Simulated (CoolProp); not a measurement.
Vapour-liquid equilibrium of R134a (1) + R1234ze(E) (2) at 0.0172 bar; x and y are mole fractions of (1).

Computed with CoolProp (multi-fluid Helmholtz-energy mixture model, Tillner-Roth 1994 and Thol 2016; pair parameters Bell 2022).

Problem. Give the bubble temperature and the first vapour's composition at x = 0.05, 0.2, 0.65. Is there an azeotrope?

Solution. x = 0.05: 188.2 K, y = 0.100; x = 0.2: 186.9 K, y = 0.315; x = 0.65: 185.0 K, y = 0.709. No azeotrope shows between x = 0.05 and 0.95.

The pair parameters rest on a limited set of measurements; away from them the model extrapolates.
